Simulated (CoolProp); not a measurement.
Vapour pressure (MPa) of R1123: the reference equation beside estimates from Tc = 331.7 K, pc = 4.549 MPa, ω = 0.243. Clausius-Clapeyron is anchored at 249.1 K with a constant enthalpy of vaporisation of 16.07 kJ/mol.

Model: reference Helmholtz-energy equation of state, Akasaka 2020, in CoolProp.

```
T (K)   reference  Clausius-Clapeyron  van der Waals  Soave-Redlich-Kwong  Peng-Robinson
-----  ----------  ------------------  -------------  -------------------  -------------
246.4      0.4526              0.4583          1.226               0.4546         0.4506
249.1      0.4989              0.4989          1.292               0.5016         0.4968
251.8      0.5488              0.5422          1.361               0.5522         0.5466
254.6      0.6043              0.5900     (withheld)               0.6087         0.6021
257.3      0.6617              0.6389     (withheld)               0.6671         0.6595
260        0.7231              0.6908          1.585               0.7297         0.7210
262.7      0.7887              0.7456          1.663               0.7965     (withheld)
265.4      0.8586              0.8036          1.744               0.8678         0.8569
268.1      0.9330              0.8647          1.828               0.9437         0.9317
270.8       1.012              0.9292          1.913                1.024          1.011
273.5       1.096              0.9970          2.002                1.110          1.096
276.3       1.189               1.071          2.096                1.205          1.189
279    (withheld)               1.146          2.189                1.301          1.284
281.7       1.383               1.225          2.285                1.403          1.385
```

### Question
Some entries are withheld; supply them.

### Answer

- 254.6, van der Waals: 1.435
- 257.3, van der Waals: 1.509
- 262.7, Peng-Robinson: 0.7868
- 279, reference: 1.283

Absolute difference from the reference over all 14 rows, mean and median: Clausius-Clapeyron 5.8 and 5.9 %, van der Waals 111.2 and 107.0 %, Soave-Redlich-Kwong 1.0 and 1.0 %, Peng-Robinson 0.2 and 0.2 %.
